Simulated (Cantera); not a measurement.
Charge: 1 mol Si, 0.19 mol O₂, 8.3 mol H₂, equilibrated at 1123 K and 0.000390 bar.

Cantera equilibrium calculation (NASA polynomials, part measured and part estimated; ideal gas, pure solids and liquids). Candidate condensed phases: H₂O, Si, SiO₂; 18 gas species. Mutual solubility and eutectic melting of coexisting phases are not modelled. Equilibrium is a limit: real reactors are often held back by kinetics, nucleation or transport.

Base state: H₂ 1.000, SiO 0.000128 (mole fractions); condensed: Si(s) + SiO₂(β-quartz).

Q: What changes in the equilibrium state with this change: Si replaced by Ti?

A: 
| species | before | after |
|---|---|---|
| H₂ | 1.000 | 1.000 |
| SiO | 0.000128 | 0 |
| Si(s), mol | 0.809 | 0 |
| SiO₂(β-quartz), mol | 0.189 | 0 |
| Ti(α), mol | 0 | 0.620 |
| TiO(s), mol | 0 | 0.380 |
TiO: taken at fixed stoichiometry. Condensed phases not in the tables: N, O or C dissolved in the metal. Further candidate phases: Ti, TiO, TiO₂, Ti₂O₃, Ti₃O₅, Ti₄O₇.
